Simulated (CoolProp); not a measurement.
The fluid at 298.15 K and 0.0495 MPa expands adiabatically to 0.00496 MPa with isentropic efficiency 0.85. The same conditions are run with several fluids, on thermodynamics alone (safety and materials aside).

Computed with CoolProp (reference Helmholtz-energy equation of state of each fluid (R142b: Lemmon 2006; cis-2-butene: Lemmon 2005; R22: Kamei 1995; R236EA: Rui 2013)).

Task: Rank R142b, cis-2-butene, R22, R236EA by work (kJ/kg), highest first.

Result: cis-2-butene (75.6), R22 (46.8), R142b (42.5), R236EA (29.3)

```tsv
fluid	final temperature (K)	final density (kg/m³)
R142b	242.4	0.248
cis-2-butene	240.1	0.140
R22	219.6	0.235
R236EA	261.3	0.348
```
